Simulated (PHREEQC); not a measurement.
Dissolve 0.006 mol HF, 0.0046 mol H2SiF6, 0.047 mol HBF4 and 0.014 mol H2SO4 per kg of water at 25 °C. Closed to the air; pH follows from the charge balance.

All values are PHREEQC results (ion-association model, wateq4f.dat), not measurements.

```yaml
pH: 1.22
ionic_strength: 0.0804 mol/kgw
total_alkalinity: -250 meq/kg
```

```json
[
 {"species": "H+", "molality": "0.0722", "activity": "0.0603", "log γ": "-0.079"},
 {"species": "BF4-", "molality": "0.0440", "activity": "0.0336", "log γ": "-0.117"},
 {"species": "HF", "molality": "0.0131", "activity": "0.0133", "log γ": "0.008"},
 {"species": "HSO4-", "molality": "0.0105", "activity": "0.00828", "log γ": "-0.102"},
 {"species": "SiF6-2", "molality": "0.00459", "activity": "0.00185", "log γ": "-0.395"},
 {"species": "SO4-2", "molality": "0.00353", "activity": "0.00141", "log γ": "-0.398"},
 {"species": "H3BO3", "molality": "0.00167", "activity": "0.00170", "log γ": "0.008"},
 {"species": "BF3OH-", "molality": "0.00121", "activity": "0.000926", "log γ": "-0.117"},
 {"species": "H2F2", "molality": "0.000453", "activity": "0.000462", "log γ": "0.008"},
 {"species": "F-", "molality": "0.000189", "activity": "0.000147", "log γ": "-0.109"},
 {"species": "BF2(OH)2-", "molality": "0.000124", "activity": "9.49e-5", "log γ": "-0.117"},
 {"species": "HF2-", "molality": "9.67e-6", "activity": "7.52e-6", "log γ": "-0.109"},
 {"species": "H4SiO4", "molality": "8.82e-6", "activity": "8.99e-6", "log γ": "0.008"},
 {"species": "BF(OH)3-", "molality": "1.30e-7", "activity": "9.96e-8", "log γ": "-0.117"}
]
```

No solid was allowed to form. Species that the database lacks are ignored. SiF6-2 is the database's only silicon fluoride. Real BF4- forms and hydrolyses slowly; the run takes it at equilibrium.
